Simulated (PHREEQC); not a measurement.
Dissolve 0.08 mol NaHCO3, 0.33 mol KOH and 0.53 mol KCl per kg of water at 25 °C. Closed to the air; pH follows from the charge balance.

All values are PHREEQC results (ion-association model, phreeqc.dat), not measurements.

### Question
The ionic strength comes out as 0.992 mol/kgw. What activity coefficients do OH-, HCO3-, Na+, K+, CO3-2 get?

### Answer
OH- 0.58, HCO3- 0.65, Na+ 0.73, K+ 0.60, CO3-2 0.18.

Precipitation was switched off in this run. Caution: at this ionic strength the ion-association model is outside its range; a Pitzer model would be the better tool where its parameters exist. Species that the database lacks are ignored.
